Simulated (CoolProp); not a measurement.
Properties of CHF3 (R23) along the isobar 3.6 MPa.

Model: reference Helmholtz-energy equation of state, Penoncello 2003, in CoolProp.

```json
[
 {"T (K)": "189.9", "phase": "liquid", "cp (kJ/(kg K))": "1.226", "cv (kJ/(kg K))": "0.7147", "speed of sound (m/s)": "849.6", "isothermal compressibility (1/MPa)": "0.001628", "Prandtl number": "[?]"},
 {"T (K)": "205.6", "phase": "liquid", "cp (kJ/(kg K))": "1.254", "cv (kJ/(kg K))": "0.7170", "speed of sound (m/s)": "[?]", "isothermal compressibility (1/MPa)": "0.002121", "Prandtl number": "2.53"},
 {"T (K)": "221.4", "phase": "liquid", "cp (kJ/(kg K))": "1.296", "cv (kJ/(kg K))": "0.7228", "speed of sound (m/s)": "683.8", "isothermal compressibility (1/MPa)": "0.002871", "Prandtl number": "2.30"},
 {"T (K)": "237.1", "phase": "liquid", "cp (kJ/(kg K))": "1.358", "cv (kJ/(kg K))": "0.7323", "speed of sound (m/s)": "597.8", "isothermal compressibility (1/MPa)": "0.004100", "Prandtl number": "2.15"},
 {"T (K)": "252.9", "phase": "liquid", "cp (kJ/(kg K))": "[?]", "cv (kJ/(kg K))": "0.7462", "speed of sound (m/s)": "506.1", "isothermal compressibility (1/MPa)": "0.006430", "Prandtl number": "2.05"},
 {"T (K)": "268.7", "phase": "liquid", "cp (kJ/(kg K))": "1.646", "cv (kJ/(kg K))": "0.7676", "speed of sound (m/s)": "404.2", "isothermal compressibility (1/MPa)": "0.01206", "Prandtl number": "2.05"},
 {"T (K)": "284.4", "phase": "liquid", "cp (kJ/(kg K))": "2.275", "cv (kJ/(kg K))": "0.8121", "speed of sound (m/s)": "275.2", "isothermal compressibility (1/MPa)": "0.03920", "Prandtl number": "2.44"},
 {"T (K)": "300.2", "phase": "gas", "cp (kJ/(kg K))": "1.524", "cv (kJ/(kg K))": "0.7909", "speed of sound (m/s)": "160.9", "isothermal compressibility (1/MPa)": "0.4846", "Prandtl number": "1.25"},
 {"T (K)": "315.9", "phase": "gas", "cp (kJ/(kg K))": "1.196", "cv (kJ/(kg K))": "0.7456", "speed of sound (m/s)": "176.1", "isothermal compressibility (1/MPa)": "[?]", "Prandtl number": "1.01"},
 {"T (K)": "331.7", "phase": "gas", "cp (kJ/(kg K))": "1.076", "cv (kJ/(kg K))": "0.7343", "speed of sound (m/s)": "187.5", "isothermal compressibility (1/MPa)": "0.3605", "Prandtl number": "0.918"},
 {"T (K)": "347.5", "phase": "gas", "cp (kJ/(kg K))": "1.022", "cv (kJ/(kg K))": "0.7370", "speed of sound (m/s)": "197.0", "isothermal compressibility (1/MPa)": "0.3393", "Prandtl number": "0.878"},
 {"T (K)": "363.2", "phase": "gas", "cp (kJ/(kg K))": "0.9959", "cv (kJ/(kg K))": "0.7464", "speed of sound (m/s)": "205.2", "isothermal compressibility (1/MPa)": "0.3257", "Prandtl number": "0.861"},
 {"T (K)": "379", "phase": "gas", "cp (kJ/(kg K))": "0.9849", "cv (kJ/(kg K))": "0.7594", "speed of sound (m/s)": "212.6", "isothermal compressibility (1/MPa)": "0.3159", "Prandtl number": "0.854"},
 {"T (K)": "394.7", "phase": "gas", "cp (kJ/(kg K))": "0.9825", "cv (kJ/(kg K))": "0.7743", "speed of sound (m/s)": "219.4", "isothermal compressibility (1/MPa)": "0.3087", "Prandtl number": "0.853"},
 {"T (K)": "410.5", "phase": "gas", "cp (kJ/(kg K))": "0.9854", "cv (kJ/(kg K))": "0.7903", "speed of sound (m/s)": "225.7", "isothermal compressibility (1/MPa)": "0.3032", "Prandtl number": "0.856"},
 {"T (K)": "426.2", "phase": "gas", "cp (kJ/(kg K))": "0.9916", "cv (kJ/(kg K))": "0.8066", "speed of sound (m/s)": "231.6", "isothermal compressibility (1/MPa)": "0.2988", "Prandtl number": "0.861"}
]
```

### Question
Fill in the missing entries.

### Answer

- 189.9, Prandtl number: 2.86
- 205.6, speed of sound (m/s): 767.5
- 252.9, cp (kJ/(kg K)): 1.458
- 315.9, isothermal compressibility (1/MPa): 0.3976

Viscosity comes from a separate model (Shan 2000). Thermal conductivity comes from a separate model (Shan 2000).
